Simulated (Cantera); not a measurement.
Input: 1 mol SiH2Cl2, 10 mol N2, at 7.50 Torr.

Equilibrium computed with Cantera from the NASA thermochemical tables; the gas is ideal and each condensed phase is pure. Candidate condensed phases: NH4Cl, Si, Si3N4; 28 gas species. Equilibrium is a limit: real reactors are often held back by kinetics, nucleation or transport.

Task: Which condensed phases are stable at each of these points (T (K)): 1675, 1725, 1775, 1825, 1875, 1925, 1975, 2025, 2075?

Result: 
```csv
T (K),condensed phases,Si condensed (%)
1675,Si3N4(s),35.0
1725,Si3N4(s),29.1
1775,Si3N4(s),23.8
1825,Si(l),21.8
1875,Si(l),21.6
1925,Si(l),20.9
1975,Si(l),19.2
2025,Si(l),16.0
2075,Si(l),10.2
```

From 1675 K to 1775 K the condensed part is Si3N4(s). From 1825 K to 2075 K the condensed part is Si(l).
